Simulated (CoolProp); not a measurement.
Saturation properties of carbon monoxide (Tc = 132.9 K, pc = 34.98 bar, ω = 0.050).

Model: reference Helmholtz-energy equation of state, Lemmon 2006, in CoolProp. It is a short technical equation, of lower accuracy than the large ones.

| T (K) | p (bar) | liquid density (kg/m³) | vapour density (kg/m³) | enthalpy of vaporisation (kJ/kg) | liquid cp (kJ/(kg K)) |
|---|---|---|---|---|---|
| 104 | 7.235 | 683.4 | 28.07 | 175.7 | 2.384 |
| 106.5 | 8.549 | 668.9 | 33.21 | 169.9 | 2.447 |
| 109 | 10.03 | 653.7 | 39.13 | 163.7 | 2.523 |
| 111.5 | 11.68 | 637.7 | 45.96 | 157.0 | 2.617 |
| 114 | 13.52 | 620.7 | 53.86 | 149.7 | 2.736 |
| 116.6 | 15.64 | 601.8 | 63.46 | 141.3 | 2.898 |
| 119.1 | 17.90 | 582.1 | 74.36 | 132.4 | 3.108 |
| 121.6 | 20.38 | 560.5 | 87.38 | 122.3 | 3.406 |
| 124.1 | 23.11 | 536.2 | 103.3 | 110.8 | 3.865 |
| 126.6 | 26.10 | 507.8 | 123.6 | 97.14 | 4.679 |
| 129.1 | 29.39 | 472.3 | 151.4 | 79.72 | 6.565 |

It boils at 81.6 K under 1 atm.
